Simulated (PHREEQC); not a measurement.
# Polishing slurry liquid: speciation

Make-up at 25 °C: 2.3 mmol/kgw HNO3 and 8.8 mmol/kgw Fe(NO3)3. Closed to the air; pH follows from the charge balance.

All values are PHREEQC results (ion-association model, phreeqc.dat), not measurements.

Precipitation was switched off in this run.

Problem. Predict the pH, ionic strength.

Solution. pH 2.23; ionic strength 0.0500 mol/kgw.

Problem. In which forms is Fe present?

Solution. Fe+3 50 %, FeOH+2 28 %, Fe2(OH)2+4 19 %, Fe3(OH)4+5 2.3 %, Fe(OH)2+ 0.9 % of the Fe.

The solution is supersaturated, for example in Hematite (slow to form), Goethite (slow to form), so a real one may precipitate; this is no full list.
